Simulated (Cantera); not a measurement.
**(CH3)2SiCl2 + C2H4 + H2 (silicon carbide growth)**

A closed system holds: 1 mol (CH3)2SiCl2, 0.027 mol C2H4, 2.4 mol H2, equilibrated at 0.100 bar.

Cantera equilibrium calculation (NASA polynomials, part measured and part estimated; ideal gas, pure solids and liquids). Candidate condensed phases: C, C6H6, C7H8, C8H18, Si, SiC; 109 gas species. The feed counts by its element totals alone. The tables' values for SiCl3, SiCl are old estimates; treat these amounts as uncertain. Gases not in the tables: Si2H6 and higher silanes. Rates play no part.

```tsv
T (°C)	log p H2	log p HCl	log p SiCl2	log p H	log p Cl	log p C2H2 (acetylene)	log p SiCl3	log p SiCl	n C(graphite)	n SiC(s)
1450	-1.16	-1.53	-3.15	-4.32	-4.80	-5.20	-4.25	-6.60	1.10	0.950
1500	-1.16	-1.54	-3.08	-4.12	-4.62	-5.01	-4.28	-6.29	1.11	0.943
1550	-1.16	-1.54	-3.02	-3.94	-4.44	-4.83	-4.32	-6.01	1.12	0.935
1600	-1.15	-1.54	-2.96	-3.77	-4.28	-4.66	-4.36	-5.74	1.12	0.927
1650	-1.15	-1.55	-2.91	-3.60	-4.12	-4.50	-4.40	-5.49	1.13	0.918
1700	-1.15	-1.55	-2.86	-3.45	-3.97	-4.35	-4.44	-5.25	1.14	0.909
1750	-1.15	-1.56	-2.82	-3.30	-3.83	-4.20	-4.48	-5.03	1.15	0.899
1800	-1.15	-1.57	-2.78	-3.16	-3.70	-4.07	-4.51	-4.81	1.15	0.889
1850	-1.16	-1.57	-2.74	-3.02	-3.57	-3.94	-4.55	-4.61	1.16	0.878
```
log p: log10 of the partial pressure in bar; n: condensed amount in mol.

From 1450 °C to 1850 °C the condensed part is C(graphite) + SiC(s). The main Si-bearing gas is SiCl2 throughout. The share of Si in condensed phases is highest at 1450 °C (95.0 %) and lowest at 1850 °C (87.8 %).
